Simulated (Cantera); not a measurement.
A closed system holds: 1 mol TiO2, 10 mol CO, 1.6 mol C, at 1875 K.

Method: chemical equilibrium by Gibbs-energy minimisation in Cantera with the NASA 1993 tables (ideal gas, pure condensed phases). Candidate condensed phases: C, Ti, TiC, TiO, TiO2, Ti2O3, Ti3O5, Ti4O7; 15 gas species. Mutual solubility and eutectic melting of coexisting phases are not modelled. TiC, TiO: taken at fixed stoichiometry. Condensed phases not in the tables: solid solutions among these carbides, nitrides and lower oxides. Rates play no part.

Q: At 10.0 Pa, list the 3 most abundant gas species with their mole fractions, and the condensed phases.

A: CO 0.999, TiO 0.000765, Ti 0.000483. Condensed: TiC(s) + TiO(s).
